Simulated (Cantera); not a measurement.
CF4 + CH4 + H2 (fluorocarbon and chlorocarbon gases)

Input: 1 mol CF4, 0.026 mol CH4, 6.2 mol H2, at 2175 K.

Method: chemical equilibrium by Gibbs-energy minimisation in Cantera with the NASA 1993 tables (ideal gas, pure condensed phases). Candidate condensed phases: C, C6H6, C7H8, C8H18; 95 gas species. Rates play no part.

From 1.00 Pa to 1.00 bar the condensed part is C(graphite). The main C-bearing gas is C2H2 (acetylene) throughout.

| P (Pa) | log p H | log p H2 | log p HF | log p F | log p C2H2 (acetylene) | log p C3 | n C(graphite) |
|---|---|---|---|---|---|---|---|
| 1 | -5.28 | -5.93 | -5.45 | -7.90 | -8.59 | -8.84 | 1.01 |
| 3.60 | -4.86 | -5.09 | -4.85 | -7.72 | -7.75 | -8.84 | 1.01 |
| 13 | -4.50 | -4.37 | -4.26 | -7.49 | -7.02 | -8.84 | 1.01 |
| 46 | -4.18 | -3.73 | -3.68 | -7.23 | -6.38 | -8.84 | 1.01 |
| 170 | -3.87 | -3.11 | -3.10 | -6.96 | -5.76 | -8.84 | 1.01 |
| 600 | -3.58 | -2.54 | -2.55 | -6.69 | -5.19 | -8.84 | 1.01 |
| 2200 | -3.29 | -1.96 | -1.98 | -6.41 | -4.61 | -8.84 | 1.01 |
| 7700 | -3.02 | -1.41 | -1.43 | -6.14 | -4.06 | -8.84 | 1.01 |
| 28000 | -2.73 | -0.85 | -0.87 | -5.86 | -3.50 | -8.84 | 1.01 |
| 100000 | -2.46 | -0.29 | -0.32 | -5.58 | -2.94 | -8.84 | 1.01 |
log p: log10 of the partial pressure in bar; n: condensed amount in mol.
